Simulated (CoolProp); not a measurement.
Vapour-liquid equilibrium of CHF3 (R23) (1) + sulfur hexafluoride (2) at -36.75 °C; x and y are mole fractions of (1).

The numbers come from the multi-fluid Helmholtz-energy mixture model, Penoncello 2003 and Guder 2009; pair parameters Bell 2016 in CoolProp.

```json
[
 {"x": "0.05", "bubble pressure (MPa)": "[?]", "y at the bubble point": "0.211", "dew pressure at overall composition x (MPa)": "0.4044", "liquid density (mol/L)": "12.32"},
 {"x": "0.2", "bubble pressure (MPa)": "0.6486", "y at the bubble point": "0.463", "dew pressure at overall composition x (MPa)": "0.4725", "liquid density (mol/L)": "12.78"},
 {"x": "0.35", "bubble pressure (MPa)": "0.7342", "y at the bubble point": "0.567", "dew pressure at overall composition x (MPa)": "0.5629", "liquid density (mol/L)": "13.35"},
 {"x": "0.5", "bubble pressure (MPa)": "0.7842", "y at the bubble point": "0.640", "dew pressure at overall composition x (MPa)": "0.6790", "liquid density (mol/L)": "14.05"},
 {"x": "0.65", "bubble pressure (MPa)": "0.8154", "y at the bubble point": "[?]", "dew pressure at overall composition x (MPa)": "0.7900", "liquid density (mol/L)": "14.93"},
 {"x": "0.8", "bubble pressure (MPa)": "0.8283", "y at the bubble point": "0.801", "dew pressure at overall composition x (MPa)": "0.8283", "liquid density (mol/L)": "[?]"},
 {"x": "0.95", "bubble pressure (MPa)": "0.8116", "y at the bubble point": "0.937", "dew pressure at overall composition x (MPa)": "0.8085", "liquid density (mol/L)": "17.39"}
]
```

Task: What belongs in the gaps?

Result: 
- 0.05, bubble pressure (MPa): 0.4783
- 0.65, y at the bubble point: 0.711
- 0.8, liquid density (mol/L): 16.03

y crosses x between x = 0.8 and 0.95: the model has an azeotrope there.

The pair parameters rest on a limited set of measurements; away from them the model extrapolates.
